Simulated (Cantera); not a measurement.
**Thermodynamics of carbon deposition, reforming and gasification, feed C + H2O + CO2**

Input: 1 mol C, 0.051 mol H2O, 2.8 mol CO2, at 0.0970 bar.

These are equilibrium values from Cantera (NASA tables, ideal gas, pure condensed phases), not measurements of a reactor. Candidate condensed phases: C, C6H6, C7H8, C8H18, H2O; 110 gas species. Rates play no part.

```tsv
T (K)	log p CO2	log p CO	log p H2O	log p H2	log p H	log p OH	n C(graphite)
673	-1.03	-2.58	-2.90	-3.36	<-13	<-13	0.954
773	-1.11	-1.75	-3.14	-3.07	<-13	<-13	0.696
873	-1.33	-1.31	-3.48	-3.02	-11.84	<-13	0
973	-1.34	-1.30	-3.33	-3.09	-10.51	<-13	0
1073	-1.34	-1.30	-3.23	-3.16	-9.43	-11.93	0
1173	-1.34	-1.30	-3.16	-3.23	-8.54	-10.63	0
1273	-1.34	-1.30	-3.11	-3.29	-7.79	-9.55	0
1373	-1.34	-1.30	-3.08	-3.35	-7.15	-8.63	0
1473	-1.34	-1.30	-3.05	-3.41	-6.60	-7.83	0
1573	-1.34	-1.30	-3.03	-3.45	-6.12	-7.14	0
1673	-1.34	-1.30	-3.02	-3.50	-5.69	-6.53	0
1773	-1.34	-1.30	-3.00	-3.53	-5.31	-5.99	0
1873	-1.34	-1.30	-3.00	-3.57	-4.97	-5.51	0
```
log p: log10 of the partial pressure in bar; n: condensed amount in mol.

From 673 K to 773 K the condensed part is C(graphite). From 873 K to 1873 K nothing is condensed. The main C-bearing gas is CO2 at 673 K and CO at 1873 K.
